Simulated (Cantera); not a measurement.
Input: 1 mol CH3SiCl3, 0.031 mol CH4, a varied amount of H2, equilibrated at 1777 °C and 10.0 mbar.

These are equilibrium values from Cantera (NASA tables, ideal gas, pure condensed phases), not measurements of a reactor. Candidate condensed phases: C, C6H6, C7H8, C8H18, Si, SiC; 109 gas species. The feed counts by its element totals alone. The tables' values for SiCl are old estimates; treat these amounts as uncertain. Rates play no part.

Task: At 40 mol H2, list the 7 most abundant gas species with their mole fractions, and the condensed phases.

Result: H2 0.909, HCl 0.0661, H 0.0216, Cl 0.00117, C2H2 (acetylene) 0.000965, SiCl2 0.000715, Si 0.000507. Condensed: C(graphite) + SiC(s).
